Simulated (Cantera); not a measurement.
A closed system holds: 1 mol C3H8, 0.26 mol O2, 2.5 mol N2, at 1000 Pa.

These are equilibrium values from Cantera (NASA tables, ideal gas, pure condensed phases), not measurements of a reactor. Candidate condensed phases: C, C6H6, C7H8, C8H18, H2O; 136 gas species. The numbers say what is thermodynamically allowed, not how fast it happens.

Over these rows the condensed part is C(graphite). Partial pressures as log10 of bar:

| T (K) | 1000/T (1/K) | log p HCN | log p H2 | log p N2 | log p CO |
|---|---|---|---|---|---|
| 1623 | 0.6161 | -4.98 | -2.25 | -2.45 | -3.13 |
| 1773 | 0.5640 | -4.62 | -2.25 | -2.45 | -3.13 |
| 1923 | 0.5200 | -4.32 | -2.25 | -2.45 | -3.13 |
| 2073 | 0.4824 | -4.07 | -2.26 | -2.46 | -3.13 |
| 2223 | 0.4498 | ? | -2.28 | -2.47 | -3.14 |
| 2373 | 0.4214 | -3.70 | -2.32 | -2.48 | -3.15 |

Problem. Fit log p(HCN) = a + b·(1000/T) to the five rows, give the apparent enthalpy, and predict the row at 2223 K.

Solution. Means: 1000/T = 0.5208, log p = -4.338. Sxy = -0.147088, Sxx = 0.0223039, so b = -6.59 and a = -4.338 − (-6.59)×0.5208 = -0.91.
Apparent enthalpy: −19.145 × (-6.59) = 126 kJ/mol. With the condensed phases at unit activity, C(graphite) + 1/2 H2(g) + 1/2 N2(g) = HCN(g) links this pressure to the main gases: over the six rows their terms move log p by -0.05 in all, so the slope is close to that reaction's ΔH°. The five rows lie within 0.02 of the line.
Prediction at 2223 K: -0.91 + (-6.59)×0.4498 = -3.87. The computed value is -3.86, 0.01 from the line.
